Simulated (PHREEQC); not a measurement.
Dissolve 0.021 mol/kgw KOH and 0.0003 mol/kgw Na2SiO3 at 20 °C. Closed to the air; pH follows from the charge balance.

All values are PHREEQC results (Pitzer model, pitzer.dat), not measurements.

Each row changes one thing in this solution. Precipitation was switched off in this run.

```csv
case,pH,ionic strength (mol/kgw)
as made,12.43,0.0216
KOH from 0.021 to 0.042 mol/kgw,12.72,0.0427
KOH from 0.021 to 0.0105 mol/kgw,12.15,0.0111
Na2SiO3 left out,12.43,0.0210
0.00065 mol/kgw NaHCO3 added,12.42,0.0230
KOH from 0.021 to 0.21 mol/kgw,13.38,0.211
```

Species that the database lacks are ignored.
